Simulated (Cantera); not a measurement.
Input (Python, Cantera) and output of one run.

```python
import numpy as np
import cantera as ct

gas_names = [...]  # 62 gases of nasa_gas.yaml made of B, F, H, N, O
cond_names = """
    B(b) B(L) BN(s) B2O3(L) B3O3H3(cr) H2O(s) H2O(L)
""".split()


# ... load() reads the species with a 1 bar reference pressure and builds the phases ...
atoms = {
    'B2O3': {'B': 2, 'O': 3},
    'HF': {'H': 1, 'F': 1},
    'N2': {'N': 2},
}
top_T = {'BN(s)': 3200}  # K; cautious upper limits of use, not melting points


# ... equilibrate(T, P, feed) seeds the gas with the atoms and calls Mixture.equilibrate('TP', solver="vcs", rtol=1e-11, max_steps=5000) ...
results = []
feed = {'B2O3': 1, 'HF': 42, 'N2': 1.5}  # mol
T = 1450  # K
P = 220  # Pa
mix = equilibrate(T, P, feed)
results.append((T, P, feed, dict(zip(mix.species_names, mix.species_moles))))
print(gas.report(threshold=1e-05))
for i in range(1, mix.n_phases):
    print(f"{mix.phase(i).name:16s} {mix.phase_moles(i):12.5e} mol")
```

Output:

```
       temperature   1450 K
          pressure   220 Pa
           density   0.00039769 kg/m^3
  mean mol. weight   21.793 kg/kmol
   phase of matter   gas

                          1 kg             1 kmol
                     ---------------   ---------------
          enthalpy        -1.148e+07       -2.5019e+08  J
   internal energy       -1.2033e+07       -2.6224e+08  J
           entropy             12984        2.8296e+05  J/K
    Gibbs function       -3.0307e+07       -6.6048e+08  J
 heat capacity c_p            1577.9             34388  J/K
 heat capacity c_v            1196.4             26073  J/K

                      mass frac. Y      mole frac. X     chem. pot. / RT
                     ---------------   ---------------   ---------------
               BF3          0.058674          0.018858           -140.92
               BOF          0.055727          0.026513           -91.356
              HBO2        0.00083356         0.0004146           -94.335
                HF           0.80644           0.87847            -52.54
                H2        1.0721e-05         0.0001159           -33.687
               H2O          0.034068          0.041213           -55.519
                N2          0.044142           0.03434           -35.399
                OH        1.4442e-05        1.8506e-05           -38.676
                O2        7.5743e-05        5.1587e-05           -43.665
     [  +53 minor]        1.2303e-05        8.3817e-06

B(b)              0.00000e+00 mol
BN(s)             0.00000e+00 mol
B2O3(L)           0.00000e+00 mol
B3O3H3(cr)        0.00000e+00 mol
```

Equilibrium computed with Cantera from the NASA thermochemical tables; the gas is ideal and each condensed phase is pure.
